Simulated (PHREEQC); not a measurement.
A solution holds 0.122 mol Na2SO4 and 0.00124 mol K2SO4 per kg of water, at 80 °C. Closed to the air; pH follows from the charge balance.

Computed with PHREEQC (Pitzer model, pitzer.dat).

Question: The ionic strength comes out as 0.370 mol/kgw. What activity coefficients do K+, SO4-2, Na+, OH-, HSO4- get?

Answer: K+ 0.60, SO4-2 0.17, Na+ 0.61, OH- 0.65, HSO4- 0.64. Single-ion values are on the MacInnes scale.

This is a speciation only: nothing precipitates in the calculation. Constants without temperature data keep their 25 °C values here.
